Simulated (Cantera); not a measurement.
## Low-pressure radical oxidation in H2/O2

An isothermal, constant-pressure homogeneous reactor starts with H2 : O2 = 0.063 : 1 (molar parts), at 1098 K and 0.00750 atm.

Computed with Cantera and the H2/O2 subset of GRI-Mech 3.0, which has no nitrogen chemistry. Radical loss at walls, strong at low pressure, is not modelled. The temperature is held fixed by assumption; the heat of reaction is taken as removed at once.

```tsv
t (s)	x H2	x O2	x OH	x H2O	x H2O2	x HO2	x O
6.00e-6	0.0593	0.941	<1e-12	<1e-12	<1e-12	2.12e-11	<1e-12
2.69e-5	0.0593	0.941	8.72e-12	<1e-12	<1e-12	9.53e-11	9.12e-12
0.000121	0.0593	0.941	1.25e-10	4.81e-11	<1e-12	4.28e-10	1.50e-10
0.000543	0.0593	0.941	1.58e-9	2.63e-9	<1e-12	1.93e-9	2.58e-9
0.00244	0.0593	0.941	5.65e-7	1.63e-6	1.26e-11	1.36e-8	1.01e-6
0.0110	0.00140	0.901	0.00298	0.0502	6.51e-8	3.18e-6	0.0319
0.0492	0.000683	0.917	0.00211	0.0558	6.10e-8	2.86e-6	0.0191
0.221	0.000126	0.935	0.000907	0.0602	6.18e-8	1.66e-6	0.00341
0.992	7.98e-6	0.939	0.000230	0.0609	3.10e-8	3.54e-7	0.000219
4.45	5.73e-7	0.939	6.26e-5	0.0610	8.36e-9	4.38e-8	1.61e-5
20.0	6.62e-8	0.939	2.15e-5	0.0611	1.87e-9	6.44e-9	1.90e-6
```
x: mole fraction; the columns are a selection and need not sum to one.

Equilibrium at this temperature and pressure: H2 9.13e-10, O2 0.939, OH 2.54e-6, H2O 0.0611, H2O2 4.56e-11, HO2 2.75e-9, O 2.65e-8 (gas phase only).
